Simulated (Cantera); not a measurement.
What does this Cantera script print?

```python
import numpy as np
import cantera as ct

gas_names = """
    AL ALCL ALCL2 ALCL3 ALH AL2 AL2CL6 CL CL2 H HCL H2
""".split()
cond_names = """
    AL(cr) AL(L) ALCL3(s) ALCL3(L)
""".split()


# ... load() reads the species with a 1 bar reference pressure and builds the phases ...
atoms = {
    'AlCl3': {'AL': 1, 'CL': 3},
    'HCl': {'H': 1, 'CL': 1},
    'H2': {'H': 2},
}
top_T = {}  # K; cautious upper limits of use, not melting points


# ... equilibrate(T, P, feed) seeds the gas with the atoms and calls Mixture.equilibrate('TP', solver="vcs", rtol=1e-11, max_steps=5000) ...
results = []
feed = {'AlCl3': 1, 'HCl': 1.9, 'H2': 780}  # mol
T = 1100  # K
P = 4600  # Pa
mix = equilibrate(T, P, feed)
results.append((T, P, feed, dict(zip(mix.species_names, mix.species_moles))))
print(gas.report(threshold=0.0001))
for i in range(1, mix.n_phases):
    print(f"{mix.phase(i).name:16s} {mix.phase_moles(i):12.5e} mol")
```

Result:

```
       temperature   1100 K
          pressure   4600 Pa
           density   0.0011403 kg/m^3
  mean mol. weight   2.2673 kg/kmol
   phase of matter   gas

                          1 kg             1 kmol
                     ---------------   ---------------
          enthalpy        1.0062e+07        2.2814e+07  J
   internal energy        6.0282e+06        1.3668e+07  J
           entropy             86189        1.9541e+05  J/K
    Gibbs function       -8.4745e+07       -1.9214e+08  J
 heat capacity c_p             13542             30703  J/K
 heat capacity c_v            9874.7             22389  J/K

                      mass frac. Y      mole frac. X     chem. pot. / RT
                     ---------------   ---------------   ---------------
             ALCL3           0.07382         0.0012553           -116.86
               HCL          0.039517         0.0024575           -43.705
                H2           0.88585           0.99627           -20.831
     [   +9 minor]        0.00081324         2.211e-05

AL(L)             0.00000e+00 mol
ALCL3(L)          0.00000e+00 mol
```

Method: chemical equilibrium by Gibbs-energy minimisation in Cantera with the NASA 1993 tables (ideal gas, pure condensed phases). The tables' values for AlCl2 are old estimates; treat these amounts as uncertain.
